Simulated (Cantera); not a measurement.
An adiabatic, constant-pressure homogeneous reactor starts with CH4 : C2H6 : O2 : N2 : H2O = 1 : 0.17 : 2.98 : 11.2 : 0.54 (molar parts), at 1698 K and 0.217 atm. Integrator tolerance rtol = 1e-08.

Model: GRI-Mech 3.0 (53 species, 325 reactions), integrated in Cantera.

### Question
What does this change do: initial temperature 1698 to 1375 K?

### Answer
| quantity | before | after |
|---|---|---|
| time of steepest temperature rise | 0.168 ms | 1.55 ms |
| temperature at 2.00 s | 2627 K | 2522 K |
| equilibrium temperature | 2627 K | 2522 K |
| x(CH4) at 2.00 s | <1e-12 (gas-phase equilibrium <1e-12) | <1e-12 (gas-phase equilibrium <1e-12) |
| x(C2H6) at 2.00 s | <1e-12 (gas-phase equilibrium <1e-12) | <1e-12 (gas-phase equilibrium <1e-12) |
| x(O2) at 2.00 s | 0.0358 (gas-phase equilibrium 0.0358) | 0.0326 (gas-phase equilibrium 0.0326) |
| x(NO) at 2.00 s | 0.0108 (gas-phase equilibrium 0.0108) | 0.00875 (gas-phase equilibrium 0.00875) |
| x(CH2) at 2.00 s | <1e-12 (gas-phase equilibrium <1e-12) | <1e-12 (gas-phase equilibrium <1e-12) |

### Question
What does this change do: N2 11.2 to 22 parts?

### Answer
```tsv
quantity	before	after
time of steepest temperature rise	0.168 ms	0.242 ms
temperature at 2.00 s	2627 K	2443 K
equilibrium temperature	2627 K	2443 K
x(CH4) at 2.00 s	<1e-12 (gas-phase equilibrium <1e-12)	<1e-12 (gas-phase equilibrium <1e-12)
x(C2H6) at 2.00 s	<1e-12 (gas-phase equilibrium <1e-12)	<1e-12 (gas-phase equilibrium <1e-12)
x(O2) at 2.00 s	0.0358 (gas-phase equilibrium 0.0358)	0.0187 (gas-phase equilibrium 0.0187)
x(NO) at 2.00 s	0.0108 (gas-phase equilibrium 0.0108)	0.00628 (gas-phase equilibrium 0.00628)
x(CH2) at 2.00 s	<1e-12 (gas-phase equilibrium <1e-12)	<1e-12 (gas-phase equilibrium <1e-12)
```
